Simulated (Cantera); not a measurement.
What does this Cantera script print?

```python
import numpy as np
import cantera as ct

gas_names = """
    H HNO HNO2 HNO3 HO2 H2 H2O H2O2 N NH NH2 NH3 NH2OH NO NO2 NO3 N2 N2H2 N2H4 N2O O OH O2 O3 Si SiH
    SiH2 SiH3 SiH4 SiN SiO SiO2 Si2 Si2N Si3
""".split()
cond_names = """
    H2O(s) H2O(L) Si(cr) Si(L) SiO2(Lqz) SiO2(hqz) SiO2(L) Si2N2O(s) Si3N4(a)
""".split()


# ... load() reads the species with a 1 bar reference pressure and builds the phases ...
atoms = {
    'Si3N4': {'Si': 3, 'N': 4},
    'H2O': {'H': 2, 'O': 1},
    'N2': {'N': 2},
}
top_T = {'Si2N2O(s)': 2100, 'Si3N4(a)': 2400}  # K; cautious upper limits of use, not melting points


# ... equilibrate(T, P, feed) seeds the gas with the atoms and calls Mixture.equilibrate('TP', solver="vcs", rtol=1e-11, max_steps=5000) ...
results = []
feed = {'Si3N4': 1, 'H2O': 0.0078, 'N2': 3.2}  # mol
T = 1923.15  # K
P = 5  # Pa
mix = equilibrate(T, P, feed)
results.append((T, P, feed, dict(zip(mix.species_names, mix.species_moles))))
x = sorted(zip(gas.X, gas.species_names), reverse=True)
print(f"T = {T:g} K  P = {P:g} Pa  gas = {mix.phase_moles(0):.4g} mol")
print("   x: " + "  ".join(f"{s} {v:.3e}" for v, s in x if v > 1e-06))
print("   condensed (mol): " + ("  ".join(f"{mix.phase(i).name} {mix.phase_moles(i):.4g}"
      for i in range(1, mix.n_phases) if mix.phase_moles(i) > 1e-12) or "none"))
```

Result:

```
T = 1923.15 K  P = 5 Pa  gas = 7.963 mol
   x: N2 6.523e-01  Si 3.399e-01  Si2 2.905e-03  H 1.635e-03  SiO 9.795e-04  Si2N 8.647e-04  Si3 6.473e-04  SiN 6.116e-04  H2 1.502e-04  SiH 2.410e-05
   condensed (mol): Si(L) 0.2049
```

Equilibrium computed with Cantera from the NASA thermochemical tables; the gas is ideal and each condensed phase is pure. The tables' values for SiN are old estimates; treat these amounts as uncertain.
